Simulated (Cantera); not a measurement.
Input: 1 mol SiHCl3, 0.02 mol C3H8, 710 mol H2, held at 8.20 mbar.

Cantera equilibrium calculation (NASA polynomials, part measured and part estimated; ideal gas, pure solids and liquids). Candidate condensed phases: C, C6H6, C7H8, C8H18, Si, SiC; 109 gas species. Mutual solubility and eutectic melting of coexisting phases are not modelled. The tables' values for SiCl are old estimates; treat these amounts as uncertain. Gases not in the tables: Si2H6 and higher silanes. Equilibrium is a limit: real reactors are often held back by kinetics, nucleation or transport.

x: gas mole fraction; n: condensed amount in mol.

| T (K) | x H2 | x H | x HCl | x Si | x SiH | x SiCl2 | n Si(s) | n SiC(s) | n Si(l) |
|---|---|---|---|---|---|---|---|---|---|
| 948 | 0.996 | 5.78e-9 | 0.00376 | <1e-12 | <1e-12 | 2.16e-5 | 0.838 | 0.0598 | 0 |
| 1098 | 0.996 | 2.73e-7 | 0.00413 | 2.64e-12 | 7.30e-12 | 3.48e-5 | 0.912 | 0.0598 | 0 |
| 1248 | 0.996 | ? | 0.00413 | ? | ? | ? | 0.909 | 0.0599 | 0 |
| 1398 | 0.996 | 5.21e-5 | 0.00411 | 9.50e-8 | 4.33e-8 | 5.00e-5 | 0.904 | 0.0599 | 0 |
| 1548 | 0.995 | 0.000339 | 0.00410 | 3.87e-6 | 9.27e-7 | 5.61e-5 | 0.894 | 0.0599 | 0 |
| 1698 | 0.994 | ? | 0.00408 | ? | ? | 6.01e-5 | 0 | 0.0595 | ? |
| 1848 | 0.989 | 0.00582 | 0.00406 | 0.000765 | 6.87e-5 | 4.83e-5 | 0 | 0.0521 | 0.250 |

Question: What belongs in the gaps?

Answer: 
- 1248, x H: 5.15e-6
- 1248, x Si: 9.46e-10
- 1248, x SiH: 9.54e-10
- 1248, x SiCl2: 4.29e-5
- 1698, x H: 0.00159
- 1698, x Si: 8.01e-5
- 1698, x SiH: 1.13e-5
- 1698, n Si(l): 0.818
